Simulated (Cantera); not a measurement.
Input: 1 mol B, 12 mol N2, equilibrated at 1000 °C and 0.133 bar.

These are equilibrium values from Cantera (NASA tables, ideal gas, pure condensed phases), not measurements of a reactor. Candidate condensed phases: B, BN; 5 gas species. N2 is the only nitrogen source here; it is nearly inert below about 1500 K, so the nitride shown seldom forms there in practice. Kinetics and transport are ignored.

Task: What is the equilibrium state?

Result: 
| Quantity | Value |
|---|---|
| x(N2) | 1.00 |
| n(BN(s)) | 1.00 mol |
| gas amount | 11.50 mol |
| log10 activity of B(s) (absent) | -5.25 |
